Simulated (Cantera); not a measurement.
Feed: 1 mol BaF₂, 0.21 mol H₂, equilibrated at 773.15 K and 7.00 Pa.

Equilibrium computed with Cantera from the NASA thermochemical tables; the gas is ideal and each condensed phase is pure. Candidate condensed phases: Ba, BaF₂; 14 gas species. The numbers say what is thermodynamically allowed, not how fast it happens.

Base state: H₂ 1.00 (mole fractions); condensed: BaF₂(s).

### Question
What changes in the equilibrium state with this change: temperature from 773.15 K to 1475 K?

### Answer
| species | before | after |
|---|---|---|
| H₂ | 1.00 | 0.685 |
| BaF₂ | <1e-9 | 0.274 |
| HF | <1e-9 | 0.0200 |
| BaF | <1e-9 | 0.0199 |
| H | <1e-9 | 0.00128 |
| Ba | <1e-9 | 3.53e-5 |
| BaF₂(s), mol | 1.00 | 0.911 |
